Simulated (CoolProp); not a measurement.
Properties of n-hexane at several states (Tc = 507.8 K, pc = 3.044 MPa, ω = 0.300).

Model: reference Helmholtz-energy equation of state, Thol 2019, in CoolProp.

```csv
T (K),p (MPa),phase,expansivity (1/kK),Prandtl number
267.3,0.0124,liquid,1.281,___
319.5,8.59,liquid,___,___
207.6,5.64,liquid,___,13.5
```

Q: Complete the blanks.

A: 
- 267.3, Prandtl number: 6.85
- 319.5, expansivity (1/kK): 1.334
- 319.5, Prandtl number: 5.31
- 207.6, expansivity (1/kK): 1.120

Viscosity comes from a separate model (Michailidou 2013). Thermal conductivity comes from a separate model (Assael 2013).
